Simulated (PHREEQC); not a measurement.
1 kg of water holding 0.0034 mol/kgw MgBr2, 0.019 mol/kgw KCl, 0.059 mol/kgw NaCl, 0.0009 mol/kgw CaSO4 and 0.41 mol/kgw NaBr is evaporated at 25 °C; the solids stay in contact with the brine. CO2 from the air is kept out. The run lets Arcanite, Bischofite, Bloedite, Brucite, Carnallite, Epsomite, Glaserite, Glauberite, Gypsum, Anhydrite, Halite, Hexahydrite, Kainite, Kieserite, Leonite, Mirabilite, Misenite, Polyhalite, Portlandite, Schoenite, Sylvite, Syngenite, Thenardite, MgCl2_4H2O precipitate or redissolve, and no other solid.

Equilibrium calculation in PHREEQC: Pitzer model, pitzer.dat.

```tsv
water left (kg)	ionic strength	water activity	Mg in solution (mol/kgw)	Na in solution (mol/kgw)	Cl in solution (mol/kgw)
1	0.502	0.984	0.00340	0.469	0.0780
0.8219	0.611	0.980	0.00414	0.571	0.0949
0.6755	0.743	0.976	0.00503	0.694	0.115
0.5552	0.904	0.970	0.00612	0.845	0.140
0.4563	1.10	0.963	0.00745	1.03	0.171
0.375	1.34	0.955	0.00907	1.25	0.208
0.3082	1.63	0.944	0.0110	1.52	0.253
0.2533	1.98	0.931	0.0134	1.85	0.308
0.2082	2.41	0.914	0.0163	2.25	0.375
0.1711	2.93	0.893	0.0199	2.74	0.456
0.1407	3.57	0.866	0.0242	3.33	0.555
0.1156	4.34	0.831	0.0294	4.06	0.675
```
